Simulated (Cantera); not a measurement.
What does this Cantera script print?

```python
import numpy as np
import cantera as ct

gas_names = """
    Br Br2 H HBr HNO HNO2 HNO3 HO2 H2 H2O H2O2 Mg MgBr MgBr2 MgH MgN MgO MgOH MgO2H2 Mg2 N NH NH2 NH3
    NH2OH NO NO2 NO3 N2 N2H2 N2H4 N2O O OH O2 O3
""".split()
cond_names = """
    Br2(cr) Br2(L) H2O(s) H2O(L) Mg(cr) Mg(L) MgBr2(s) MgBr2(L) MgO(s) MgO(L) MgO2H2(s)
""".split()


# ... load() reads the species with a 1 bar reference pressure and builds the phases ...
atoms = {
    'MgO': {'Mg': 1, 'O': 1},
    'HBr': {'H': 1, 'Br': 1},
    'N2': {'N': 2},
}
top_T = {}  # K; cautious upper limits of use, not melting points


# ... equilibrate(T, P, feed) seeds the gas with the atoms and calls Mixture.equilibrate('TP', solver="vcs", rtol=1e-11, max_steps=5000) ...
results = []
feed = {'MgO': 1, 'HBr': 19, 'N2': 34}  # mol
T = 1225  # K
P = 1333.22  # Pa
mix = equilibrate(T, P, feed)
results.append((T, P, feed, dict(zip(mix.species_names, mix.species_moles))))
x = sorted(zip(gas.X, gas.species_names), reverse=True)
print(f"T = {T:g} K  P = {P:g} Pa  gas = {mix.phase_moles(0):.4g} mol")
print("   x: " + "  ".join(f"{s} {v:.3e}" for v, s in x if v > 1e-06))
print("   condensed (mol): " + ("  ".join(f"{mix.phase(i).name} {mix.phase_moles(i):.4g}"
      for i in range(1, mix.n_phases) if mix.phase_moles(i) > 1e-12) or "none"))
```

Output:

```
T = 1225 K  P = 1333.22 Pa  gas = 53.15 mol
   x: N2 6.397e-01  HBr 3.139e-01  H2O 1.882e-02  MgBr2 1.882e-02  Br 5.586e-03  H2 2.957e-03  Br2 1.645e-04
   condensed (mol): none
```

Cantera equilibrium calculation (NASA polynomials, part measured and part estimated; ideal gas, pure solids and liquids).
